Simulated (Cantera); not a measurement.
Charge: 1 mol CH3SiH3, 0.0088 mol C2H2, 6.7 mol H2, equilibrated at 75.0 Torr.

Equilibrium computed with Cantera from the NASA thermochemical tables; the gas is ideal and each condensed phase is pure. Candidate condensed phases: C, C6H6, C7H8, C8H18, Si, SiC; 87 gas species. The feed counts by its element totals alone. Gases not in the tables: Si2H6 and higher silanes. Rates play no part.

x: gas mole fraction; n: condensed amount in mol.

| T (K) | x H2 | x H | x Si | x C2H2 (acetylene) | x SiC2 | n C(graphite) | n SiC(s) |
|---|---|---|---|---|---|---|---|
| 1448 | 1.000 | 2.91e-5 | 1.73e-10 | 4.75e-6 | <1e-12 | 0.0143 | 1.00 |
| 1548 | 1.000 | 9.74e-5 | 2.78e-9 | 1.57e-5 | 7.22e-12 | 0.0153 | 1.00 |
| 1648 | 1.000 | 0.000282 | 3.18e-8 | 4.47e-5 | 1.75e-10 | 0.0154 | 1.000 |
| 1748 | 0.999 | 0.000722 | 2.74e-7 | 0.000113 | 2.93e-9 | 0.0145 | 1.000 |
| 1848 | 0.998 | 0.00167 | 1.87e-6 | 0.000257 | 3.58e-8 | 0.0120 | 1.000 |
| 1948 | 0.996 | … | … | … | … | … | 1.000 |
| 2048 | 0.992 | 0.00705 | 5.25e-5 | 0.000918 | 2.38e-6 | 0 | 0.999 |
| 2148 | 0.985 | 0.0131 | 0.000268 | 0.00105 | 1.18e-5 | 0 | 0.996 |
| 2248 | 0.974 | 0.0229 | 0.00105 | 0.00151 | 5.67e-5 | 0 | 0.986 |
| 2348 | 0.955 | … | … | … | … | 0 | 0.955 |
| 2448 | 0.923 | 0.0605 | 0.00825 | 0.00534 | 0.00123 | 0 | 0.873 |

**Question.** Fill in the missing entries.

**Answer.** 
- 1948, x H: 0.00357
- 1948, x Si: 1.05e-5
- 1948, x C2H2 (acetylene): 0.000537
- 1948, x SiC2: 3.37e-7
- 1948, n C(graphite): 0.00680
- 2348, x H: 0.0382
- 2348, x Si: 0.00320
- 2348, x C2H2 (acetylene): 0.00272
- 2348, x SiC2: 0.000271
